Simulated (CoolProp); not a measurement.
Carbon dioxide along the isotherm 517.6 K: Z from the reference equation and from simpler models built on Tc = 304.1 K, pc = 73.77 bar, ω = 0.224; each cubic takes its own stable root.

Values from CoolProp's reference Helmholtz-energy equation of state, Span 1996.

| p (bar) | phase | reference |
|---|---|---|
| 11.1 | gas | 0.9931 |
| 22.1 | gas | 0.9866 |
| 33.2 | gas | 0.9802 |
| 44.3 | gas | 0.9740 |
| 55.3 | gas | 0.9682 |
| 66.4 | gas | 0.9625 |
| 77.5 | supercritical | 0.9571 |
| 88.5 | supercritical | 0.9520 |
| 99.6 | supercritical | 0.9472 |
| 111 | supercritical | 0.9426 |

Problem. How far does each simpler model (Redlich-Kwong, Peng-Robinson) lie from the reference over these 10 states: mean and median of the absolute difference, and the worst?

Solution. 
- Redlich-Kwong: mean 1.3 %, median 1.4 %, worst -2.4 % at 517.6 K and 111 bar
- Peng-Robinson: mean 0.1 %, median 0.1 %, worst -0.2 % at 517.6 K and 55.3 bar
